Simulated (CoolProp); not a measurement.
Vapour-liquid equilibrium of R152A (1) + R113 (2) at 69.65 °C; x and y are mole fractions of (1).

Model: multi-fluid Helmholtz-energy mixture model, Outcalt 1996 and Marx 1992; pair parameters Bell 2016, in CoolProp.

```json
[
 {"x": "0.05", "bubble pressure, mixture model (MPa)": "0.3279", "bubble pressure, Raoult's law (MPa)": "0.2830", "y, mixture model": "0.395", "y, Raoult's law": "0.331"},
 {"x": "0.125", "bubble pressure, mixture model (MPa)": "0.5072", "bubble pressure, Raoult's law (MPa)": "0.4084", "y, mixture model": "0.616", "y, Raoult's law": "0.573"},
 {"x": "0.2", "bubble pressure, mixture model (MPa)": "0.6691", "bubble pressure, Raoult's law (MPa)": "0.5339", "y, mixture model": "0.716", "y, Raoult's law": "0.701"},
 {"x": "0.275", "bubble pressure, mixture model (MPa)": "[?]", "bubble pressure, Raoult's law (MPa)": "0.6593", "y, mixture model": "[?]", "y, Raoult's law": "0.781"},
 {"x": "0.35", "bubble pressure, mixture model (MPa)": "0.9425", "bubble pressure, Raoult's law (MPa)": "0.7847", "y, mixture model": "0.811", "y, Raoult's law": "0.835"},
 {"x": "0.425", "bubble pressure, mixture model (MPa)": "1.058", "bubble pressure, Raoult's law (MPa)": "0.9102", "y, mixture model": "0.839", "y, Raoult's law": "0.874"},
 {"x": "0.5", "bubble pressure, mixture model (MPa)": "1.164", "bubble pressure, Raoult's law (MPa)": "1.036", "y, mixture model": "0.861", "y, Raoult's law": "0.904"},
 {"x": "0.575", "bubble pressure, mixture model (MPa)": "1.263", "bubble pressure, Raoult's law (MPa)": "1.161", "y, mixture model": "[?]", "y, Raoult's law": "0.927"},
 {"x": "0.65", "bubble pressure, mixture model (MPa)": "1.360", "bubble pressure, Raoult's law (MPa)": "1.286", "y, mixture model": "0.899", "y, Raoult's law": "0.946"},
 {"x": "0.725", "bubble pressure, mixture model (MPa)": "1.457", "bubble pressure, Raoult's law (MPa)": "1.412", "y, mixture model": "0.917", "y, Raoult's law": "0.961"},
 {"x": "0.8", "bubble pressure, mixture model (MPa)": "1.559", "bubble pressure, Raoult's law (MPa)": "1.537", "y, mixture model": "0.936", "y, Raoult's law": "0.974"},
 {"x": "0.875", "bubble pressure, mixture model (MPa)": "1.668", "bubble pressure, Raoult's law (MPa)": "1.663", "y, mixture model": "0.957", "y, Raoult's law": "0.985"},
 {"x": "0.95", "bubble pressure, mixture model (MPa)": "1.787", "bubble pressure, Raoult's law (MPa)": "1.788", "y, mixture model": "0.981", "y, Raoult's law": "0.994"}
]
```

Some entries are withheld; supply them.


- 0.275, bubble pressure, mixture model (MPa): 0.8137
- 0.275, y, mixture model: 0.773
- 0.575, y, mixture model: 0.881

The largest gap from Raoult's law is +25.3 % in bubble pressure, at x = 0.2. No azeotrope shows between x = 0.05 and 0.95.

Pair parameters are fitted to limited data, so mixtures are less certain than the pure fluids.
